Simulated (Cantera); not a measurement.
An isothermal, constant-pressure homogeneous reactor starts with 0.961 % H2, 99.0 % O2, at 1275 K and 0.0263 atm.

Model: GRI-Mech 3.0 (53 species, 325 reactions), integrated in Cantera. Radical loss at walls, strong at low pressure, is not modelled.

One state of this run: x H2 = 1.53e-7; x O2 = 0.990; x HO2 = 3.62e-8; x H = 8.07e-8; x OH = 6.00e-5. x: mole fraction; the columns are a selection and need not sum to one.

Q: Which value of t (s) does it belong to?
(A) 0.000300
(B) 6.59
(C) 2.17
(D) 0.000911

A: C, 2.17
